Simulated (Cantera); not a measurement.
**Pyrogenic steam for wet oxidation**

An isothermal, constant-pressure homogeneous reactor starts with 2.99 % H2, 9.33 % O2, 87.7 % N2, at 1100 K and 0.320 bar.

Cantera simulation using GRI-Mech 3.0 (53 species, 325 reactions); the numbers are that mechanism's predictions, not measurements.

```csv
t (s),x H2,x O2,x HO2,x O,x H2O,x H2O2,x NO
0.000700,0.0154,0.0860,1.40e-5,0.00237,0.0114,1.09e-6,5.19e-8
0.00283,0.000142,0.0795,5.52e-6,0.000141,0.0301,6.10e-7,6.13e-7
0.0114,1.04e-5,0.0795,7.82e-7,8.19e-6,0.0303,1.31e-7,6.03e-7
0.0463,5.89e-7,0.0795,9.02e-8,8.30e-7,0.0303,2.19e-8,6.00e-7
0.187,3.40e-8,0.0795,1.36e-8,1.28e-7,0.0303,3.97e-9,6.06e-7
0.756,5.11e-9,0.0795,2.89e-9,2.61e-8,0.0303,8.62e-10,6.11e-7
3.06,1.12e-9,0.0795,9.52e-10,6.17e-9,0.0303,2.10e-10,6.13e-7
12.4,3.53e-10,0.0795,7.46e-10,1.89e-9,0.0303,6.54e-11,6.12e-7
50.0,2.58e-10,0.0795,7.91e-10,1.30e-9,0.0303,4.52e-11,6.10e-7
```
x: mole fraction; the columns are a selection and need not sum to one.

Equilibrium at this temperature and pressure: H2 2.52e-10, O2 0.0795, HO2 7.97e-10, O 1.25e-9, H2O 0.0303, H2O2 4.37e-11, NO 5.59e-5 (gas phase only).
